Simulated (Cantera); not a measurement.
Charge: 1 mol Si, 3.3 mol Br2, 5.8 mol H2, at 327 °C and 308 Torr.

Method: chemical equilibrium by Gibbs-energy minimisation in Cantera with the NASA 1993 tables (ideal gas, pure condensed phases). Equilibrium is a limit: real reactors are often held back by kinetics, nucleation or transport.

```json
[
 {"species": "H2", "before": "0.556", "after": "0.775"},
 {"species": "SiBr4", "before": "0.123", "after": "0.141"},
 {"species": "HBr", "before": "0.321", "after": "0.0845"},
 {"species": "SiHBr3", "before": "2.97e-6", "after": "1.79e-5"}
]
```
Gas species are given as mole fractions.

What was changed between the two runs?
(A) Br2 from 3.3 to 2.3 mol
(B) temperature from 327 °C to 1175 °C
(C) temperature from 327 °C to 1225 °C
(D) temperature from 327 °C to 1027 °C

A, Br2 from 3.3 to 2.3 mol
